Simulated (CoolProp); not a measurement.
R142b along the isotherm 470 K: density (kg/m³) from the reference equation and from simpler models built on Tc = 410.3 K, pc = 4055 kPa, ω = 0.232; each cubic takes its own stable root.

Values from CoolProp's reference Helmholtz-energy equation of state, Lemmon 2006. It is a short technical equation, of lower accuracy than the large ones.

```json
[
 {"p (kPa)": "32.1", "phase": "gas", "reference": "0.8269", "ideal gas": "0.8255", "van der Waals": "0.8269", "Peng-Robinson": "0.8271"},
 {"p (kPa)": "48.4", "phase": "gas", "reference": "1.248", "ideal gas": "1.245", "van der Waals": "1.248", "Peng-Robinson": "1.248"},
 {"p (kPa)": "73", "phase": "gas", "reference": "1.885", "ideal gas": "1.877", "van der Waals": "1.885", "Peng-Robinson": "1.886"},
 {"p (kPa)": "110", "phase": "gas", "reference": "2.846", "ideal gas": "2.829", "van der Waals": "2.845", "Peng-Robinson": "2.848"},
 {"p (kPa)": "166", "phase": "gas", "reference": "4.307", "ideal gas": "4.269", "van der Waals": "4.307", "Peng-Robinson": "4.313"},
 {"p (kPa)": "250", "phase": "gas", "reference": "6.517", "ideal gas": "6.429", "van der Waals": "6.515", "Peng-Robinson": "6.529"},
 {"p (kPa)": "378", "phase": "gas", "reference": "9.924", "ideal gas": "9.721", "van der Waals": "9.920", "Peng-Robinson": "9.950"},
 {"p (kPa)": "570", "phase": "gas", "reference": "15.13", "ideal gas": "14.66", "van der Waals": "15.12", "Peng-Robinson": "15.19"},
 {"p (kPa)": "860", "phase": "gas", "reference": "23.21", "ideal gas": "22.12", "van der Waals": "23.20", "Peng-Robinson": "23.35"},
 {"p (kPa)": "1300", "phase": "gas", "reference": "36.03", "ideal gas": "33.43", "van der Waals": "36.02", "Peng-Robinson": "36.35"},
 {"p (kPa)": "1960", "phase": "gas", "reference": "56.70", "ideal gas": "50.40", "van der Waals": "56.75", "Peng-Robinson": "57.43"},
 {"p (kPa)": "2950", "phase": "gas", "reference": "91.71", "ideal gas": "75.86", "van der Waals": "92.24", "Peng-Robinson": "93.28"},
 {"p (kPa)": "4450", "phase": "supercritical", "reference": "157.7", "ideal gas": "114.4", "van der Waals": "162.6", "Peng-Robinson": "160.4"},
 {"p (kPa)": "6720", "phase": "supercritical", "reference": "306.2", "ideal gas": "172.8", "van der Waals": "344.4", "Peng-Robinson": "301.1"},
 {"p (kPa)": "10100", "phase": "supercritical", "reference": "552.8", "ideal gas": "259.7", "van der Waals": "485.1", "Peng-Robinson": "510.5"}
]
```
